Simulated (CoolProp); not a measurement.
A single-stage vapour-compression cycle with propylene: evaporating at 197.15 K (dew point), condensing at 256.15 K (bubble point), superheat 8 K, subcooling 8 K, compressor efficiency 0.65, no pressure losses. Each further row changes one setting.

Values from CoolProp's reference Helmholtz-energy equation of state, Lemmon 2013.

| case | cooling COP | pressure ratio | discharge temperature (K) | refrigerating effect (kJ/kg) | volumetric capacity (kJ/m³) |
|---|---|---|---|---|---|
| as stated | 1.79 | 15.1 | 349.0 | 367 | 206 |
| evaporating temperature 202.15 K | 2.05 | 11.2 | 338.9 | 372 | 276 |
| condensing temperature 251.15 K | 2.00 | 12.7 | 339.5 | 378 | 212 |
| subcooling 13 K | 1.85 | 15.1 | 349.0 | 378 | 212 |
| superheat 18 K | 1.77 | 15.1 | 361.2 | 379 | 202 |
| compressor efficiency 0.55 | 1.52 | 15.1 | 369.8 | 367 | 206 |
